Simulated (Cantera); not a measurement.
An adiabatic, constant-volume homogeneous reactor starts with CH₄ : H₂ : O₂ : N₂ : H₂O = 1 : 1.4 : 2.45 : 15 : 0.36 (molar parts), equivalence ratio 1.1, at 1225 K and 1.70 bar.

Model: GRI-Mech 3.0 (53 species, 325 reactions), integrated in Cantera.

Problem. Predict: time of steepest temperature rise; temperature at 1.00 s; equilibrium temperature; x(H₂) at 1.00 s; x(O₂) at 1.00 s.

Solution. time of steepest temperature rise: 0.506 ms
temperature at 1.00 s: 2665 K
equilibrium temperature: 2665 K
x(H₂) at 1.00 s: 0.0181 (gas-phase equilibrium 0.0181)
x(O₂) at 1.00 s: 0.00361 (gas-phase equilibrium 0.00361)
